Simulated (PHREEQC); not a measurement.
# Alkaline etch or developer: speciation

Solution (20 °C): 0.021 mol NaOH, 0.0018 mol CO2 and 0.009 mol K3PO4 per kg of water. Closed to the air; pH follows from the charge balance.

All values are PHREEQC results (ion-association model, phreeqc.dat), not measurements.

No solid was allowed to form.

**Question.** Predict the pH, density, ionic strength.

**Answer.** pH 12.36; density 1.001 g/cm³; ionic strength 0.0717 mol/kgw.

**Question.** In which forms is C present?

**Answer.** CO3-2 88 %, NaCO3- 11 % of the C.

Complexes and solids missing from the database can't appear.
